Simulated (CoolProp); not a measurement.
Properties of C2F6 (R116) along the isobar 5.18 MPa.

Values from CoolProp's reference Helmholtz-energy equation of state, Lemmon 2006. It is a short technical equation, of lower accuracy than the large ones.

```
T (K)   phase  density (kg/m³)  cp (kJ/(kg K))  expansivity (1/kK)  viscosity (µPa s)  fugacity coefficient
-----  ------  ---------------  --------------  ------------------  -----------------  --------------------
204.8  liquid             1587          0.9485               2.679                394               0.03905
211.5  liquid             1558          0.9644               2.803                353               0.05217
218.1  liquid             1529          0.9809               2.943                [?]               0.06783
224.8  liquid             1498          0.9987               3.105                286               0.08671
231.4  liquid             1467           1.018               3.291                259                0.1084
238.1  liquid             1434           1.038               3.512                234                0.1335
244.8  liquid             1399           1.061               3.775                211                0.1619
251.4  liquid             1364           1.085                 [?]                191                   [?]
258.1  liquid             1325           1.114                 [?]                172                0.2273
264.8  liquid             1284           1.146               4.956                155                0.2645
```

Complete the blanks.


- 218.1, viscosity (µPa s): 317
- 251.4, expansivity (1/kK): 4.086
- 251.4, fugacity coefficient: 0.1929
- 258.1, expansivity (1/kK): 4.472

Viscosity comes from a separate model (Huber 2003), an estimate that may be off by 10 % or more.
